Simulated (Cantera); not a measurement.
Ignition delay

Mixture: 16.6 % H2, 18.4 % O2, 59.1 % N2, 5.81 % H2O, at 5.00 bar, adiabatic and at constant pressure. Ignition delay is the time to a rise of 400 K.

Detailed kinetics in Cantera: the H2/O2 subset of GRI-Mech 3.0, which has no nitrogen chemistry. The hydrogen kinetics of GRI-Mech 3.0 are dated; newer H2 mechanisms differ, most at raised pressure.

```json
[
 {"T0 (K)": "1025", "delay (ms)": "10.1"},
 {"T0 (K)": "1075", "delay (ms)": "2.99"},
 {"T0 (K)": "1125", "delay (ms)": "0.829"},
 {"T0 (K)": "1175", "delay (ms)": "0.159"},
 {"T0 (K)": "1225", "delay (ms)": "0.0241"},
 {"T0 (K)": "1275", "delay (ms)": "0.0115"},
 {"T0 (K)": "1325", "delay (ms)": "0.00748"},
 {"T0 (K)": "1375", "delay (ms)": "0.00551"},
 {"T0 (K)": "1425", "delay (ms)": "0.00435"}
]
```

```
Item                                                    Value
--------------------------------------------------  ---------
apparent activation energy between 1325 and 1425 K  85 kJ/mol
```
